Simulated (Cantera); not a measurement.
Standard-state values (1 bar) from the NASA 1993 polynomials, evaluated with Cantera. Values are per mole of reaction as written; species without (g) are pure solids or liquids, kept so even where they would boil at 1 bar.

**Question.** Between 300 and 2748 K, where is each reaction favourable under standard conditions?
- V + 2 H₂O(g) = 2 H₂(g) + VO₂(g)

**Answer.** 
- V + 2 H₂O(g) = 2 H₂(g) + VO₂(g): ΔG° is 215 kJ at 300 K and -91 kJ at 2748 K; it changes sign between 300 and 2523 K. ΔH° is 208 kJ and ΔS° 109 J/K at 2748 K.
